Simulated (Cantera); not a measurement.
Feed: 1 mol SiC, 0.0014 mol O2, 75 mol H2, held at 1625 K and 2.00 Pa.

Method: chemical equilibrium by Gibbs-energy minimisation in Cantera with the NASA 1993 tables (ideal gas, pure condensed phases). Candidate condensed phases: C, C6H6, C7H8, C8H18, H2O, Si, SiC, SiO2; 123 gas species. Rates play no part.

Base state: H2 0.984, H 0.0157, Si 9.85e-5, CO 3.69e-5, C2H2 (acetylene) 3.13e-5 (mole fractions); condensed: SiC(s).

### Question
What changes in the equilibrium state with this change: SiC replaced by Si?

### Answer
```json
[
 {"species": "H2", "before": "0.984", "after": "0.976"},
 {"species": "H", "before": "0.0157", "after": "0.0156"},
 {"species": "Si", "before": "9.85e-5", "after": "0.00814"},
 {"species": "SiH", "before": "8.71e-7", "after": "7.17e-5"},
 {"species": "CO", "before": "3.69e-5", "after": "0"},
 {"species": "C2H2 (acetylene)", "before": "3.13e-5", "after": "0"},
 {"species": "Si2", "before": "3.46e-9", "after": "2.37e-5"},
 {"species": "SiO", "before": "1.31e-7", "after": "3.67e-5"},
 {"species": "SiC(s), mol", "before": "0.992", "after": "0"},
 {"species": "Si(s), mol", "before": "0", "after": "0.366"}
]
```

### Question
What changes in the equilibrium state with this change: temperature from 1625 K to 1800 K?

### Answer
| species | before | after |
|---|---|---|
| H2 | 0.984 | 0.919 |
| H | 0.0157 | 0.0768 |
| Si | 9.85e-5 | 0.00382 |
| SiC2 | 4.12e-7 | 5.58e-5 |
| Si2C | 3.70e-7 | 4.06e-5 |
| SiH | 8.71e-7 | 1.87e-5 |
| C2H2 (acetylene) | 3.13e-5 | 0.000161 |
| CO | 3.69e-5 | 3.56e-5 |
| SiC(s), mol | 0.992 | 0.688 |
| C(graphite), mol | 0 | 0.272 |

### Question
What changes in the equilibrium state with this change: temperature from 1625 K to 2000 K?

### Answer
```json
[
 {"species": "H2", "before": "0.984", "after": "0.687"},
 {"species": "H", "before": "0.0157", "after": "0.301"},
 {"species": "Si", "before": "9.85e-5", "after": "0.0107"},
 {"species": "SiC2", "before": "4.12e-7", "after": "0.000441"},
 {"species": "Si2C", "before": "3.70e-7", "after": "2.61e-5"},
 {"species": "SiH", "before": "8.71e-7", "after": "2.68e-5"},
 {"species": "SiC(s), mol", "before": "0.992", "after": "0"},
 {"species": "C(graphite), mol", "before": "0", "after": "0.820"}
]
```
